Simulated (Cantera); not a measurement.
**Aluminium and copper etching: Cu + F2 + N2**

A closed system holds: 1 mol Cu, 1.7 mol F2, 33 mol N2, equilibrated at 552 °C and 22.0 Pa.

These are equilibrium values from Cantera (NASA tables, ideal gas, pure condensed phases), not measurements of a reactor. Candidate condensed phases: Cu, CuF2; 11 gas species. Equilibrium is a limit: real reactors are often held back by kinetics, nucleation or transport.

```
Item                                  Value
--------------------------------  ---------
x(N2)                                 0.961
x(F)                                 0.0367
x(F2)                               0.00203
x(CuF2)                             7.98e-5
n(CuF2(s))                        0.997 mol
gas amount                        34.33 mol
log10 activity of Cu(s) (absent)     -19.79
```
